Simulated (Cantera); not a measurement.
A Cantera script and what it prints.

```python
import numpy as np
import cantera as ct

gas_names = [...]  # 45 gases of nasa_gas.yaml made of Al, Cl, H, N, O
cond_names = """
    AL(cr) AL(L) ALCL3(s) ALCL3(L) ALN(s) AL2O3(a) AL2O3(L) H2O(s) H2O(L) NH4CL(a) NH4CL(b)
""".split()


# ... load() reads the species with a 1 bar reference pressure and builds the phases ...
atoms = {
    'AlCl3': {'AL': 1, 'CL': 3},
    'H2O': {'H': 2, 'O': 1},
    'N2': {'N': 2},
    'HCl': {'H': 1, 'CL': 1},
}
top_T = {'ALN(s)': 2750}  # K; cautious upper limits of use, not melting points


# ... equilibrate(T, P, feed) seeds the gas with the atoms and calls Mixture.equilibrate('TP', solver="vcs", rtol=1e-11, max_steps=5000) ...
results = []
feed = {'AlCl3': 1, 'H2O': 0.22, 'N2': 8.3, 'HCl': 0.66}  # mol
P = 4100  # Pa
for T in [1073, 1173, 1273, 1373, 1473, 1573, 1673, 1773, 1873, 1973]:
    mix = equilibrate(T, P, feed)
    results.append((T, P, feed, dict(zip(mix.species_names, mix.species_moles))))

top = {s: max(r[3][s] / sum(r[3][g] for g in gas_names) for r in results) for s in gas_names}
cols = sorted((s for s in top if top[s] > 0.001), key=lambda s: -top[s])[:8]
seen = [c for c in cond_names if any(r[3].get(c, 0) > 1e-12 for r in results)]
print("log10 of partial pressures in bar; condensed amounts in mol")
print(f"{'T/K':>10s}" + "".join(f"{s[:9]:>10s}" for s in cols + seen))
for T, P, feed, n in results:
    ng = sum(n[g] for g in gas_names)
    print(f"{T:10.4g}" + "".join(f"{np.log10(max(n[s] / ng * P / 1e5, 1e-99)):10.3f}" for s in cols)
          + "".join(f"{n.get(c, 0):10.4g}" for c in seen))
```

Output:

```
log10 of partial pressures in bar; condensed amounts in mol
       T/K        N2       HCL     ALCL3        CL     ALCL2      ALCL  AL2O3(a)
      1073    -1.479    -2.357    -2.467    -6.772    -9.091   -13.835   0.07333
      1173    -1.479    -2.357    -2.467    -6.142    -7.958   -11.868   0.07333
      1273    -1.479    -2.357    -2.467    -5.617    -6.998   -10.198   0.07333
      1373    -1.479    -2.357    -2.467    -5.167    -6.181    -8.777   0.07333
      1473    -1.479    -2.358    -2.467    -4.769    -5.484    -7.565   0.07332
      1573    -1.479    -2.360    -2.469    -4.407    -4.892    -6.538   0.07331
      1673    -1.480    -2.362    -2.473    -4.068    -4.395    -5.677    0.0733
      1773    -1.481    -2.364    -2.483    -3.743    -3.985    -4.969   0.07326
      1873    -1.483    -2.367    -2.506    -3.432    -3.653    -4.392   0.07313
      1973    -1.486    -2.372    -2.549    -3.141    -3.391    -3.919   0.07276
```

Method: chemical equilibrium by Gibbs-energy minimisation in Cantera with the NASA 1993 tables (ideal gas, pure condensed phases). The tables' values for AlCl2 are old estimates; treat these amounts as uncertain.
